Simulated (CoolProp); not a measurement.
Vapour-liquid equilibrium of n-decane (1) + n-dodecane (2) at 574.2 K; x and y are mole fractions of (1).

Values from CoolProp's multi-fluid Helmholtz-energy mixture model, Lemmon 2006 and Lemmon 2004; pair parameters Bell 2016.

| x | bubble pressure, mixture model (MPa) | bubble pressure, Raoult's law (MPa) | y, mixture model | y, Raoult's law |
|---|---|---|---|---|
| 0.05 | 0.5631 | 0.5686 | … | 0.101 |
| 0.2 | 0.6420 | 0.6594 | 0.294 | 0.347 |
| 0.35 | 0.7264 | 0.7503 | … | 0.534 |
| 0.5 | 0.8154 | 0.8411 | … | 0.680 |
| 0.65 | 0.9087 | 0.9320 | … | 0.798 |
| 0.8 | … | 1.023 | … | 0.895 |
| 0.95 | … | 1.114 | 0.967 | 0.976 |

### Question
Fill in the missing entries.

### Answer

- 0.05, y, mixture model: 0.080
- 0.35, y, mixture model: 0.472
- 0.5, y, mixture model: 0.622
- 0.65, y, mixture model: 0.751
- 0.8, bubble pressure, mixture model (MPa): 1.006
- 0.8, y, mixture model: 0.864
- 0.95, bubble pressure, mixture model (MPa): 1.109

The largest gap from Raoult's law is -3.2 % in bubble pressure, at x = 0.35. No azeotrope shows between x = 0.05 and 0.95.

Pair parameters are fitted to limited data, so mixtures are less certain than the pure fluids.
